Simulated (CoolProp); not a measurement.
Vapour-liquid equilibrium of R125 (1) + R227EA (2) at 55.9 kPa; x and y are mole fractions of (1).

Computed with CoolProp (multi-fluid Helmholtz-energy mixture model, Lemmon 2005 and Lemmon 2016; pair parameters Bell 2016).

```json
[
 {"x": "0.05", "bubble temperature (°C)": "-32.3", "y at the bubble point": "?", "dew temperature at overall composition x (°C)": "-30.1", "liquid density (mol/L)": "9.510"},
 {"x": "0.15", "bubble temperature (°C)": "-37.5", "y at the bubble point": "0.433", "dew temperature at overall composition x (°C)": "-31.8", "liquid density (mol/L)": "?"},
 {"x": "0.25", "bubble temperature (°C)": "-41.8", "y at the bubble point": "0.602", "dew temperature at overall composition x (°C)": "-33.6", "liquid density (mol/L)": "10.18"},
 {"x": "0.35", "bubble temperature (°C)": "?", "y at the bubble point": "?", "dew temperature at overall composition x (°C)": "-35.6", "liquid density (mol/L)": "10.52"},
 {"x": "0.45", "bubble temperature (°C)": "-48.4", "y at the bubble point": "0.799", "dew temperature at overall composition x (°C)": "-37.9", "liquid density (mol/L)": "10.86"},
 {"x": "0.55", "bubble temperature (°C)": "-51.0", "y at the bubble point": "0.858", "dew temperature at overall composition x (°C)": "-40.3", "liquid density (mol/L)": "11.21"},
 {"x": "0.65", "bubble temperature (°C)": "-53.3", "y at the bubble point": "0.903", "dew temperature at overall composition x (°C)": "?", "liquid density (mol/L)": "11.57"},
 {"x": "0.75", "bubble temperature (°C)": "?", "y at the bubble point": "0.939", "dew temperature at overall composition x (°C)": "-46.5", "liquid density (mol/L)": "11.94"},
 {"x": "0.85", "bubble temperature (°C)": "-57.1", "y at the bubble point": "0.967", "dew temperature at overall composition x (°C)": "-50.6", "liquid density (mol/L)": "12.33"},
 {"x": "0.95", "bubble temperature (°C)": "-58.7", "y at the bubble point": "0.990", "dew temperature at overall composition x (°C)": "?", "liquid density (mol/L)": "12.74"}
]
```

### Question
Fill in the missing entries.

### Answer

- 0.05, y at the bubble point: 0.177
- 0.15, liquid density (mol/L): 9.847
- 0.35, bubble temperature (°C): -45.4
- 0.35, y at the bubble point: 0.717
- 0.65, dew temperature at overall composition x (°C): -43.2
- 0.75, bubble temperature (°C): -55.3
- 0.95, dew temperature at overall composition x (°C): -56.0

No azeotrope shows between x = 0.05 and 0.95.

The pair parameters rest on a limited set of measurements; away from them the model extrapolates.
